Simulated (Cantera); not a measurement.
An isothermal, constant-pressure homogeneous reactor starts with C2H6 : N2 = 1 : 1.9 (molar parts), at 1600 K and 0.0267 bar.

Model: GRI-Mech 3.0 (53 species, 325 reactions), integrated in Cantera. GRI-Mech 3.0 stops at C3 and has no aromatics, soot or wall deposition, so with more carbon than oxygen in the feed, carbon stays in small species such as C2H2 where larger ones or solid carbon would form. Radical loss at walls, strong at low pressure, is not modelled.

x: mole fraction; the columns are a selection and need not sum to one.

```csv
t (s),x C2H6,x C2H4,x CH4,x C2H,x H,x H2,x CH3
1.00e-5,0.343,1.73e-5,9.42e-5,<1e-12,5.66e-6,1.72e-5,0.00312
3.15e-5,0.337,0.000529,0.000874,<1e-12,5.87e-5,0.000553,0.00892
9.92e-5,0.304,0.0121,0.00702,2.55e-9,0.000318,0.0115,0.0215
0.000312,0.175,0.0796,0.0426,1.43e-7,0.000670,0.0727,0.0339
0.000984,0.0270,0.127,0.109,7.99e-7,0.000864,0.166,0.0166
0.00310,0.00108,0.0783,0.115,5.53e-7,0.000362,0.231,0.00349
0.00976,0.000102,0.0413,0.109,2.37e-7,0.000135,0.263,0.00110
0.0307,3.09e-5,0.0155,0.104,1.56e-7,8.22e-5,0.284,0.000602
0.0968,3.02e-5,___,0.0976,___,___,0.300,0.000616
0.305,2.31e-5,0.000832,0.0808,2.04e-7,0.000108,0.319,0.000549
0.960,1.02e-5,0.000472,0.0502,2.36e-7,0.000131,0.353,0.000376
3.02,1.99e-6,0.000275,0.0194,2.97e-7,0.000173,0.387,0.000176
9.53,___,0.000244,___,3.48e-7,0.000206,0.402,___
30.0,2.36e-8,0.000243,0.00168,3.58e-7,0.000213,0.406,1.79e-5
```

Q: What belongs in the gaps?

A: 
- 0.0968, x C2H4: 0.00184
- 0.0968, x C2H: 1.83e-7
- 0.0968, x H: 9.45e-5
- 9.53, x C2H6: 1.86e-7
- 9.53, x CH4: 0.00535
- 9.53, x CH3: 5.55e-5
